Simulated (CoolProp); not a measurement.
Vapour-liquid equilibrium of methanol (1) + ethylbenzene (2) at 1 MPa; x and y are mole fractions of (1).

The numbers come from the multi-fluid Helmholtz-energy mixture model, de Reuck 1993 and Zhou 2012; pair parameters Bell 2016 in CoolProp.

```csv
x,"bubble temperature, mixture model (°C)","bubble temperature, Raoult's law (°C)","y, mixture model","y, Raoult's law"
0.05,215.6,227.2,0.391,0.328
0.125,186.2,206.8,0.654,0.570
0.2,170.9,192.7,0.754,0.701
0.275,162.2,182.2,[?],0.781
0.35,156.8,173.9,0.832,0.836
0.425,153.0,167.0,0.851,0.875
0.5,150.2,161.2,[?],0.905
0.575,147.9,156.3,0.881,0.928
0.65,145.8,151.9,[?],0.947
0.725,143.8,148.0,0.910,0.962
0.8,141.8,144.5,0.928,0.975
0.875,[?],141.3,0.950,0.985
0.95,137.9,138.4,[?],0.995
```

### Question
Fill in the missing entries.

### Answer

- 0.275, y, mixture model: 0.803
- 0.5, y, mixture model: 0.867
- 0.65, y, mixture model: 0.895
- 0.875, bubble temperature, mixture model (°C): 139.8
- 0.95, y, mixture model: 0.978

The largest gap from Raoult's law is -21.8 K in bubble temperature, at x = 0.2. No azeotrope shows between x = 0.05 and 0.95.

Pair parameters are fitted to limited data, so mixtures are less certain than the pure fluids. With so large a gap from Raoult's law the liquid may split in two, which this calculation doesn't test in full.
